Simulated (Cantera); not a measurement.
Input: 1 mol CS2, 0.022 mol SO2, 5.1 mol H2, 0.22 mol O2, held at 2625 K and 7600 Pa.

Method: chemical equilibrium by Gibbs-energy minimisation in Cantera with the NASA 1993 tables (ideal gas, pure condensed phases). Candidate condensed phases: C, C6H6, C7H8, C8H18, H2O, H2SO4, S; 123 gas species. The numbers say what is thermodynamically allowed, not how fast it happens.

Base state: H2 0.600, H 0.119, CO 0.0648, CS 0.0626, S 0.0577, S2 0.0484, SH 0.0349, CS2 0.00649 (mole fractions); condensed: gas only.

Task: What changes in the equilibrium state with this change: temperature from 2625 K to 2175 K?

Result: 
```json
[
 {"species": "H2", "before": "0.600", "after": "0.718"},
 {"species": "CO", "before": "0.0648", "after": "0.0717"},
 {"species": "S2", "before": "0.0484", "after": "0.0676"},
 {"species": "H", "before": "0.119", "after": "0.0150"},
 {"species": "S", "before": "0.0577", "after": "0.00861"},
 {"species": "CS2", "before": "0.00649", "after": "0.0376"},
 {"species": "H2S", "before": "0.00589", "after": "0.0196"},
 {"species": "CS", "before": "0.0626", "after": "0.0389"},
 {"species": "SH", "before": "0.0349", "after": "0.0225"},
 {"species": "COS", "before": "2.56e-5", "after": "7.32e-5"},
 {"species": "C2H2 (acetylene)", "before": "1.53e-5", "after": "3.12e-5"}
]
```

Task: What changes in the equilibrium state with this change: temperature from 2625 K to 2700 K?

Result: 
| species | before | after |
|---|---|---|
| H2 | 0.600 | 0.565 |
| H | 0.119 | 0.155 |
| S | 0.0577 | 0.0703 |
| S2 | 0.0484 | 0.0412 |
| CO | 0.0648 | 0.0630 |
| SH | 0.0349 | 0.0343 |
| CS | 0.0626 | 0.0626 |
| CS2 | 0.00649 | 0.00455 |
| H2S | 0.00589 | 0.00456 |
